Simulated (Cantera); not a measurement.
A perfectly stirred reactor is fed with H₂ : O₂ : N₂ = 1 : 0.532 : 2 (molar parts), equivalence ratio 0.94, at 5.00 bar; it is adiabatic with a 300 K inlet, and is followed from long to short residence time, starting on the burning branch (τ in s: 0.029, 0.013, 0.0057, 0.0025, 0.0011, 0.00049, 0.00021, 9.4e-05, 4.1e-05, 1.8e-05, 8e-06).

Cantera simulation using GRI-Mech 3.0 (53 species, 325 reactions); the numbers are that mechanism's predictions, not measurements. The hydrogen kinetics of GRI-Mech 3.0 are dated; newer H2 mechanisms differ, most at raised pressure.

x: mole fraction; the columns are a selection and need not sum to one.

```json
[
 {"τ (s)": "0.029", "T (K)": "2371", "x H₂": "0.00472", "x O₂": "0.0102", "x NO₂": "1.22e-6", "x H₂O": "0.321", "x HO₂": "2.90e-6"},
 {"τ (s)": "0.013", "T (K)": "2370", "x H₂": "0.00496", "x O₂": "0.0106", "x NO₂": "8.86e-7", "x H₂O": "0.320", "x HO₂": "3.11e-6"},
 {"τ (s)": "0.0057", "T (K)": "2366", "x H₂": "0.00551", "x O₂": "0.0112", "x NO₂": "5.60e-7", "x H₂O": "0.319", "x HO₂": "[?]"},
 {"τ (s)": "0.0025", "T (K)": "2356", "x H₂": "0.00660", "x O₂": "0.0118", "x NO₂": "3.32e-7", "x H₂O": "0.318", "x HO₂": "[?]"},
 {"τ (s)": "0.0011", "T (K)": "2337", "x H₂": "0.00853", "x O₂": "0.0127", "x NO₂": "1.98e-7", "x H₂O": "0.315", "x HO₂": "[?]"},
 {"τ (s)": "0.00049", "T (K)": "2306", "x H₂": "0.0115", "x O₂": "0.0139", "x NO₂": "1.19e-7", "x H₂O": "0.310", "x HO₂": "[?]"},
 {"τ (s)": "0.00021", "T (K)": "2258", "x H₂": "0.0158", "x O₂": "0.0158", "x NO₂": "7.01e-8", "x H₂O": "0.303", "x HO₂": "[?]"},
 {"τ (s)": "9.4e-5", "T (K)": "2194", "x H₂": "0.0210", "x O₂": "0.0182", "x NO₂": "4.52e-8", "x H₂O": "0.294", "x HO₂": "[?]"},
 {"τ (s)": "4.1e-5", "T (K)": "2104", "x H₂": "0.0274", "x O₂": "0.0214", "x NO₂": "3.27e-8", "x H₂O": "0.282", "x HO₂": "[?]"},
 {"τ (s)": "1.8e-5", "T (K)": "1990", "x H₂": "0.0348", "x O₂": "0.0256", "x NO₂": "2.62e-8", "x H₂O": "0.269", "x HO₂": "[?]"},
 {"τ (s)": "8.0e-6", "T (K)": "1849", "x H₂": "0.0440", "x O₂": "0.0314", "x NO₂": "2.02e-8", "x H₂O": "0.252", "x HO₂": "[?]"}
]
```

What belongs in the gaps?


- 0.0057, x HO₂: 3.47e-6
- 0.0025, x HO₂: 4.15e-6
- 0.0011, x HO₂: 5.46e-6
- 0.00049, x HO₂: 7.91e-6
- 0.00021, x HO₂: 1.26e-5
- 9.4e-5, x HO₂: 2.02e-5
- 4.1e-5, x HO₂: 3.30e-5
- 1.8e-5, x HO₂: 5.30e-5
- 8.0e-6, x HO₂: 8.41e-5
